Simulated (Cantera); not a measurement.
A perfectly stirred reactor is fed with H2 : O2 : N2 = 1 : 0.417 : 1.13 (molar parts), at 10.0 bar; it is adiabatic with a 698 K inlet, and is followed from long to short residence time, starting on the burning branch (τ in s: 0.14, 0.038, 0.01, 0.0029, 0.0008, 0.00022, 6.2e-05, 1.7e-05, 4.7e-06).

Computed with Cantera and the H2/O2 subset of GRI-Mech 3.0, which has no nitrogen chemistry. The hydrogen kinetics of GRI-Mech 3.0 are dated; newer H2 mechanisms differ, most at raised pressure.

One state of this run: T (K) = 2863; x H2 = 0.0844; x O2 = 0.00246; x HO2 = 4.44e-6; x H2O = 0.364; x O = 0.00126. x: mole fraction; the columns are a selection and need not sum to one.

Task: Which value of τ (s) does it belong to?
A) 0.038
B) 0.0029
C) 0.00022
D) 6.2e-5

Result: C, 0.00022
